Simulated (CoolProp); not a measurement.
Vapour-liquid equilibrium of toluene (1) + n-dodecane (2) at 61.15 °C; x and y are mole fractions of (1).

Computed with CoolProp (multi-fluid Helmholtz-energy mixture model, Lemmon 2006 and Lemmon 2004; pair parameters Bell 2016).

| x | bubble pressure (kPa) | y at the bubble point | dew pressure at overall composition x (kPa) | liquid density (mol/L) |
|---|---|---|---|---|
| 0.05 | 1.055 | 0.780 | 0.2566 | 4.344 |
| 0.15 | 2.931 | 0.930 | 0.2862 | 4.610 |
| 0.25 | 4.997 | 0.964 | 0.3236 | 4.906 |
| 0.35 | 7.103 | 0.978 | 0.3723 | 5.237 |
| 0.45 | 9.151 | 0.986 | 0.4381 | 5.610 |
| 0.55 | 11.10 | 0.990 | 0.5323 | 6.033 |
| 0.65 | 12.96 | 0.993 | 0.6781 | 6.519 |
| 0.75 | 14.78 | 0.996 | 0.9342 | 7.083 |
| 0.85 | 16.58 | 0.998 | 1.502 | 7.745 |
| 0.95 | 18.44 | 0.999 | 3.877 | 8.533 |

No azeotrope shows between x = 0.05 and 0.95.

The pair parameters rest on a limited set of measurements; away from them the model extrapolates. The gap from Raoult's law changes sign with composition, which may be real or a fault of the pair parameters; it wasn't checked against measurements.
